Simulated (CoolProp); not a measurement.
The fluid at 293.15 K and 0.694 MPa (gas) is heated at constant pressure to 488.1 K. The same conditions are run with several fluids, on thermodynamics alone (safety and materials aside).

Computed with CoolProp (reference Helmholtz-energy equation of state of each fluid (propane: Lemmon 2009; dry air: Lemmon 2000; ethane: Bücker 2006; methane: Setzmann 1991)). Blends and air are pseudo-pure fits.

Problem. Rank propane, dry air, ethane, methane by heat (kJ/kg), highest first.

Solution. methane (494), ethane (425), propane (421), dry air (199)

```
fluid    final density (kg/m³)
-------  ---------------------
propane                   7.71
dry air                   4.94
ethane                    5.19
methane                   2.74
```
